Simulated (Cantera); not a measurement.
Input: 1 mol Fe3O4, 2500 mol H2, 0.032 mol CH4, equilibrated at 73000 Pa.

Cantera equilibrium calculation (NASA polynomials, part measured and part estimated; ideal gas, pure solids and liquids). Candidate condensed phases: C, C6H6, C7H8, C8H18, Fe, Fe(CO)5, FeO, Fe(OH)2, Fe(OH)3, Fe2O3, Fe3O4, H2O; 114 gas species. The numbers say what is thermodynamically allowed, not how fast it happens.

### Question
Which condensed phases are stable at each of these points (T (K)): 1373, 1423, 1473, 1523, 1573, 1623, 1673, 1723?

### Answer
```json
[
 {"T (K)": "1373", "condensed phases": "Fe(γ)", "Fe condensed (%)": "100.0"},
 {"T (K)": "1423", "condensed phases": "Fe(γ)", "Fe condensed (%)": "100.0"},
 {"T (K)": "1473", "condensed phases": "Fe(γ)", "Fe condensed (%)": "100.0"},
 {"T (K)": "1523", "condensed phases": "Fe(γ)", "Fe condensed (%)": "100.0"},
 {"T (K)": "1573", "condensed phases": "Fe(γ)", "Fe condensed (%)": "99.9"},
 {"T (K)": "1623", "condensed phases": "Fe(γ)", "Fe condensed (%)": "99.8"},
 {"T (K)": "1673", "condensed phases": "Fe(δ)", "Fe condensed (%)": "99.5"},
 {"T (K)": "1723", "condensed phases": "Fe(δ)", "Fe condensed (%)": "99.0"}
]
```

From 1373 K to 1623 K the condensed part is Fe(γ). From 1673 K to 1723 K the condensed part is Fe(δ).
